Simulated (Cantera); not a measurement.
Charge: 1 mol SiCl4, 84 mol N2, 0.94 mol HCl, equilibrated at 0.850 bar.

Method: chemical equilibrium by Gibbs-energy minimisation in Cantera with the NASA 1993 tables (ideal gas, pure condensed phases). Candidate condensed phases: NH4Cl, Si, Si3N4; 28 gas species. Kinetics and transport are ignored. All values below are at 1148 K.

Base state: N2 0.977, SiCl4 0.0116, HCl 0.0109 (mole fractions); condensed: gas only.

Q: What changes in the equilibrium state with this change: SiCl4 replaced by Si2H6?

A: 
```tsv
species	before	after
N2	0.977	0.955
H2	3.05e-7	0.0346
HCl	0.0109	0.0108
SiCl4	0.0116	2.04e-6
Si3N4(s), mol	0	0.667
```
The feed counts by its element totals alone. N2 is the only nitrogen source here; it is nearly inert below about 1500 K, so the nitride shown seldom forms there in practice.
